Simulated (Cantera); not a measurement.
Input: 1 mol TEOS, 0.85 mol H2O, equilibrated at 22000 Pa.

Method: chemical equilibrium by Gibbs-energy minimisation in Cantera with the NASA 1993 tables (ideal gas, pure condensed phases). Candidate condensed phases: C, C6H6, C7H8, C8H18, H2O, Si, SiC, SiO2; 123 gas species. The feed counts by its element totals alone. Mutual solubility and eutectic melting of coexisting phases are not modelled. The tables hold silica as quartz up to 1696 K and as liquid above; real silica turns to tridymite and cristobalite and melts near 1996 K. Kinetics and transport are ignored.

log p: log10 of the partial pressure in bar; n: condensed amount in mol.

```
T (K)  log p H2  log p CO  log p SiO  log p CH4  n C(graphite)  n SiO2(β-quartz)  n SiC(s)
-----  --------  --------  ---------  ---------  -------------  ----------------  --------
1248      -0.76     -1.34      -9.44      -3.47           5.14              1.00         0
1348      -0.76     -1.34        ___        ___           5.14             1.000         0
1448      -0.76     -1.34      -5.51      -4.00           5.14             1.000         0
1548      -0.76     -1.32      -3.95      -4.21           4.95             0.930    0.0624
1648      -0.82     -1.17        ___        ___           2.18                 0     0.983
1748      -0.82     -1.17      -3.49      -4.67           2.19                 0     0.977
1848      -0.82     -1.17      -3.37      -4.82           2.20                 0     0.969
```

Q: Fill in the missing entries.

A: 
- 1348, log p SiO: -7.32
- 1348, log p CH4: -3.75
- 1648, log p SiO: -3.63
- 1648, log p CH4: -4.51
